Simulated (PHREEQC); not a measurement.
Consider water at 25 °C with 2.9 mol/kgw HCl and 0.07 mol/kgw K2SO4. Closed to the air; pH follows from the charge balance.

The numbers come from PHREEQC with the Pitzer model, pitzer.dat.

```json
{
 "pH": "-0.91",
 "ionic_strength": "3.00 mol/kgw",
 "activity_of_water": "0.868",
 "density": "1.051 g/cm³",
 "osmotic_coefficient": "1.321",
 "total_alkalinity": "-2900 meq/kg"
}
```

```
species  molality  activity   log γ
-------  --------  --------  ------
Cl-          2.90      1.65  -0.244
H+           2.85      8.19   0.459
K+          0.140     0.162   0.063
HSO4-      0.0545    0.0472  -0.062
SO4-2      0.0155   6.06e-5  -2.409
```

No solid was allowed to form. In brines, pH and single-ion activities rest on the MacInnes convention.
